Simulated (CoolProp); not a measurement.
Vapour-liquid equilibrium of isopentane (1) + R365MFC (2) at 677 kPa; x and y are mole fractions of (1).

Computed with CoolProp (multi-fluid Helmholtz-energy mixture model, Lemmon 2006 and Lemmon 2016; pair parameters Bell 2016).

```json
[
 {"x": "0.05", "bubble temperature, mixture model (K)": "375.3", "bubble temperature, Raoult's law (K)": "378.7", "y, mixture model": "0.116", "y, Raoult's law": "0.060"},
 {"x": "0.15", "bubble temperature, mixture model (K)": "369.5", "bubble temperature, Raoult's law (K)": "377.8", "y, mixture model": "0.286", "y, Raoult's law": "0.177"},
 {"x": "0.25", "bubble temperature, mixture model (K)": "365.8", "bubble temperature, Raoult's law (K)": "376.9", "y, mixture model": "0.397", "y, Raoult's law": "0.289"},
 {"x": "0.35", "bubble temperature, mixture model (K)": "363.6", "bubble temperature, Raoult's law (K)": "376.0", "y, mixture model": "0.475", "y, Raoult's law": "0.397"},
 {"x": "0.45", "bubble temperature, mixture model (K)": "362.3", "bubble temperature, Raoult's law (K)": "375.1", "y, mixture model": "0.534", "y, Raoult's law": "0.500"},
 {"x": "0.55", "bubble temperature, mixture model (K)": "361.6", "bubble temperature, Raoult's law (K)": "374.2", "y, mixture model": "0.585", "y, Raoult's law": "0.600"},
 {"x": "0.65", "bubble temperature, mixture model (K)": "361.5", "bubble temperature, Raoult's law (K)": "373.3", "y, mixture model": "0.635", "y, Raoult's law": "0.695"},
 {"x": "0.75", "bubble temperature, mixture model (K)": "362.0", "bubble temperature, Raoult's law (K)": "372.4", "y, mixture model": "0.693", "y, Raoult's law": "0.787"},
 {"x": "0.85", "bubble temperature, mixture model (K)": "363.6", "bubble temperature, Raoult's law (K)": "371.5", "y, mixture model": "0.773", "y, Raoult's law": "0.875"},
 {"x": "0.95", "bubble temperature, mixture model (K)": "367.1", "bubble temperature, Raoult's law (K)": "370.6", "y, mixture model": "0.901", "y, Raoult's law": "0.959"}
]
```

The largest gap from Raoult's law is -12.8 K in bubble temperature, at x = 0.45. y crosses x between x = 0.55 and 0.65: the model has an azeotrope there.

The pair parameters rest on a limited set of measurements; away from them the model extrapolates.
